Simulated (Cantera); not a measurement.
Mixture: H2 : O2 : N2 = 1 : 0.877 : 3.3 (molar parts), at 270000 Pa, adiabatic and at constant volume. Ignition delay is the time to a rise of 400 K.

Cantera simulation using the H2/O2 subset of GRI-Mech 3.0, which has no nitrogen chemistry; the numbers are that mechanism's predictions, not measurements. The hydrogen kinetics of GRI-Mech 3.0 are dated; newer H2 mechanisms differ, most at raised pressure. Where the delays flatten at high temperature, the 400 K rule measures the pace of heat release, not the induction time.

Q: What does this change do: O2 0.877 to 0.3 parts?

A: 
```
quantity           before     after
---------------  --------  --------
delay at 1050 K  0.717 ms  0.959 ms
delay at 1125 K   41.3 µs   83.9 µs
delay at 1200 K   20.1 µs   41.0 µs
delay at 1275 K   12.7 µs   26.1 µs
delay at 1350 K   9.01 µs   18.7 µs
delay at 1425 K   6.88 µs   14.5 µs
delay at 1500 K   5.56 µs   12.0 µs
```

Q: What does this change do: pressure from 270000 Pa to 500000 Pa?

A: 
```tsv
quantity	before	after
delay at 1050 K	0.717 ms	3.20 ms
delay at 1125 K	41.3 µs	0.143 ms
delay at 1200 K	20.1 µs	15.6 µs
delay at 1275 K	12.7 µs	7.91 µs
delay at 1350 K	9.01 µs	5.14 µs
delay at 1425 K	6.88 µs	3.73 µs
delay at 1500 K	5.56 µs	2.89 µs
```
